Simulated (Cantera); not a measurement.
An isothermal, constant-pressure homogeneous reactor starts with NO : N₂ = 1 : 1.7 (molar parts), at 2125 K and 0.600 bar.

Computed with Cantera and GRI-Mech 3.0 (53 species, 325 reactions).

One state of this run: x NO = 0.01000; x NO₂ = 1.01e-5; x N₂O = 4.37e-7; x N₂ = 0.809; x O₂ = 0.180. x: mole fraction; the columns are a selection and need not sum to one.

**Question.** Which value of t (s) does it belong to?
A) 5.00
B) 1.66
C) 0.00663
D) 0.00220

**Answer.** A, 5.00
